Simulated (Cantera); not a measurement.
**Stirred combustor or abatement burner**

A perfectly stirred reactor is fed with 13.4 % CO, 2.15 % H2, 17.7 % O2, 66.7 % N2, at 460000 Pa; it is adiabatic with a 798 K inlet, and is followed from long to short residence time, starting on the burning branch (τ in s: 0.023, 0.011, 0.0047, 0.0021, 0.00096, 0.00043, 0.00019, 8.7e-05, 3.9e-05, 1.8e-05, 8e-06, 3.6e-06).

Cantera simulation using GRI-Mech 3.0 (53 species, 325 reactions); the numbers are that mechanism's predictions, not measurements. The hydrogen kinetics of GRI-Mech 3.0 are dated; newer H2 mechanisms differ, most at raised pressure.

```tsv
τ (s)	T (K)	x CO	x H2	x O2	x NO	x OH	x N2O	x H2O2
0.023	2016	0.00135	3.52e-5	0.108	0.000296	0.00103	1.47e-6	5.48e-8
0.011	2008	0.00211	5.32e-5	0.108	0.000226	0.00124	1.98e-6	7.09e-8
0.0047	1994	0.00357	8.77e-5	0.109	0.000170	0.00156	2.63e-6	9.92e-8
0.0021	1973	0.00587	0.000140	0.109	0.000126	0.00191	3.08e-6	1.39e-7
0.00096	1940	0.00940	0.000218	0.110	8.82e-5	0.00227	3.22e-6	1.97e-7
0.00043	1889	0.0151	0.000333	0.112	5.73e-5	0.00258	3.05e-6	2.91e-7
0.00019	1808	0.0244	0.000497	0.116	3.52e-5	0.00271	2.70e-6	4.63e-7
8.7e-5	1675	0.0412	0.000745	0.123	1.79e-5	0.00236	2.24e-6	8.75e-7
3.9e-5	798	0.134	0.0215	0.177	<1e-12	<1e-12	<1e-12	<1e-12
1.8e-5	798	0.134	0.0215	0.177	<1e-12	<1e-12	<1e-12	<1e-12
8.0e-6	798	0.134	0.0215	0.177	<1e-12	<1e-12	<1e-12	<1e-12
3.6e-6	798	0.134	0.0215	0.177	<1e-12	<1e-12	<1e-12	<1e-12
```
x: mole fraction; the columns are a selection and need not sum to one.
